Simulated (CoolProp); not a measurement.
Aqueous ammonia as a coolant, 26 % by mass, freezing at -60.3 °C, 1 atm.

Model: Melinder's fits for secondary coolants, in CoolProp.

| T (°C) | Prandtl number | cp (kJ/(kg K)) | viscosity (mPa s) | conductivity (W/(m K)) |
|---|---|---|---|---|
| -18.2 | 47.0 | 4.266 | 4.31 | 0.391 |
| -13.6 | 38.2 | 4.259 | 3.58 | 0.400 |
| -9.1 | 31.6 | 4.253 | 3.03 | 0.408 |
| -4.6 | 26.4 | 4.247 | 2.59 | 0.416 |
| -0.1 | 22.4 | 4.243 | 2.23 | 0.424 |
| 4.5 | 19.1 | 4.239 | 1.94 | 0.432 |
| 9 | 16.4 | 4.235 | 1.70 | 0.440 |
| 13.5 | 14.2 | 4.232 | 1.50 | 0.447 |
| 18.1 | 12.4 | 4.228 | 1.33 | 0.455 |
| 22.6 | 10.8 | 4.225 | 1.18 | 0.463 |
